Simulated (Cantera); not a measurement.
**Equilibrium for iron carbonyl, mercury and lead vapours: Pb + CO + H₂**

Charge: 1 mol Pb, 0.1 mol CO, a varied amount of H₂, at 0.00750 bar.

Equilibrium computed with Cantera from the NASA thermochemical tables; the gas is ideal and each condensed phase is pure. Candidate condensed phases: C, C₆H₆, C₇H₈, C₈H₁₈, H₂O, Pb, PbO, PbO₂, Pb₃O₄; 113 gas species. The numbers say what is thermodynamically allowed, not how fast it happens.

Stable condensed phases:

```
T in K \ n(H₂) in mol
         0.41 0.69 0.97  1.3  1.5  1.8  2.1  2.4
   1600     A    A    A    A    A    A    A    A
   1500     A    A    A    A    A    A    A    A
   1400     A    A    A    A    A    A    A    A
   1300     B    B    B    B    B    A    A    A
   1200     B    B    B    B    B    B    B    B
   1100     B    B    B    B    B    B    B    B
   1000     C    B    B    B    B    B    B    B
    900     C    C    B    B    B    B    B    B
    800     C    C    C    C    C    B    B    B
    700     C    C    C    C    B    B    B    B
```

A: gas only; B: Pb; C: C + Pb.
